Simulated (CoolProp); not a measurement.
The fluid at 512.95 K and 20.9 MPa expands adiabatically to 4.95 MPa with isentropic efficiency 1. The same conditions are run with several fluids, on thermodynamics alone (safety and materials aside).

Values from CoolProp's reference Helmholtz-energy equation of state of each fluid (carbonyl sulfide: Lemmon 2006; oxygen: Schmidt 1985; sulfur hexafluoride: Guder 2009; carbon dioxide: Span 1996; hydrogen chloride: Thol 2018).

**Question.** Rank carbonyl sulfide, oxygen, sulfur hexafluoride, carbon dioxide, hydrogen chloride by work (kJ/kg), highest first.

**Answer.** oxygen (161), hydrogen chloride (111), carbon dioxide (106), carbonyl sulfide (56.1), sulfur hexafluoride (34.6)

```csv
fluid,final temperature (K),final phase,final density (kg/m³)
carbonyl sulfide,376.9,gas,149
oxygen,341.9,gas,56.4
sulfur hexafluoride,449.4,supercritical,220
carbon dioxide,373.8,gas,79.5
hydrogen chloride,338.2,gas,82.4
```

Above 300 K oxygen's equation is extrapolated.
